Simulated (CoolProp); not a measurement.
Aqueous sodium chloride as a coolant, 20 % by mass, freezing at -16.5 °C, 1 atm.

The numbers come from the Melinder's fits for secondary coolants in CoolProp.

```tsv
T (°C)	cp (kJ/(kg K))	conductivity (W/(m K))	density (kg/m³)	Prandtl number
-13.4	3.357	0.528	1162	27.8
-7.8	3.369	0.536	1160	22.2
-2.2	3.379	0.544	1158	18.0
3.3	3.389	0.553	1155	14.9
8.9	3.397	0.561	1153	12.4
14.5	3.405	0.570	1150	10.5
20.1	3.411	0.578	1148	9.01
25.6	3.416	0.587	1145	7.87
31.2	3.420	0.595	1142	6.95
```
